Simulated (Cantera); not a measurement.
Input: 1 mol SiO2, 21 mol HF, 41 mol H2, equilibrated at 13300 Pa.

Method: chemical equilibrium by Gibbs-energy minimisation in Cantera with the NASA 1993 tables (ideal gas, pure condensed phases). Candidate condensed phases: H2O, Si, SiO2; 38 gas species. Kinetics and transport are ignored. All values below are at 952 °C.

Base state: H2 0.672, HF 0.279, H2O 0.0328, SiF4 0.0164 (mole fractions); condensed: gas only.

Q: What changes in the equilibrium state with this change: pressure from 13300 Pa to 12.0 Pa?

A: 
| species | before | after |
|---|---|---|
| H2 | 0.672 | 0.665 |
| HF | 0.279 | 0.320 |
| H2O | 0.0328 | 0.0102 |
| SiF4 | 0.0164 | 0.00508 |
| H | 7.00e-7 | 2.32e-5 |
| SiO2(β-quartz), mol | 0 | 0.687 |
The tables hold silica as quartz up to 1696 K and as liquid above; real silica turns to tridymite and cristobalite and melts near 1996 K.
